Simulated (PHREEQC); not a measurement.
Synthetic water in mg/kgw, 50 °C, pH 5.88, pe -2:

```tsv
constituent	mg/kgw
Na	0.343
K	0.000543
Ca	0.0864
Mg	0.0688
Cl	0.235
S(6) as SO4	0.0509
Alkalinity as HCO3	1.03
Si as SiO2	0.00222
```

Cl is adjusted to close the charge balance.
Valence states are taken as typed.

Model: ion-association model, phreeqc.dat, run in PHREEQC.

Each row changes one thing in this solution. This is a speciation only: nothing precipitates in the calculation.

```
case                                               CO2 (mol/kgw)  HCO3- (mol/kgw)  CO3-2 (mol/kgw)  MgHCO3+ (mol/kgw)  CaHCO3+ (mol/kgw)  MgSO4 (mol/kgw)  SI of Quartz (SiO2)
-------------------------------------------------  -------------  ---------------  ---------------  -----------------  -----------------  ---------------  -------------------
as made                                                  4.59e-5          1.82e-5         9.41e-10           6.92e-10           6.14e-10         6.01e-10                -3.79
all concentrations times 2 at the same typed pH          8.84e-5          3.50e-5          1.83e-9            2.65e-9            2.35e-9          2.36e-9                -3.49
pH from 5.88 to 6.88 at the same alkalinity              4.19e-6          1.66e-5          8.59e-9           6.32e-10           5.60e-10                …                -3.79
temperature from 50 to 85 °C at the same typed pH        5.35e-5                …                …            1.00e-9                  …                …                -4.19
```

Complete the blanks.


- pH from 5.88 to 6.88 at the same alkalinity, MgSO4 (mol/kgw): 6.02e-10
- temperature from 50 to 85 °C at the same typed pH, HCO3- (mol/kgw): 1.80e-5
- temperature from 50 to 85 °C at the same typed pH, CO3-2 (mol/kgw): 1.04e-9
- temperature from 50 to 85 °C at the same typed pH, CaHCO3+ (mol/kgw): 7.34e-10
- temperature from 50 to 85 °C at the same typed pH, MgSO4 (mol/kgw): 1.19e-9

Complexes and solids missing from the database can't appear. At this temperature some constants are extrapolated from 25 °C, and those without enthalpy data are left unchanged.
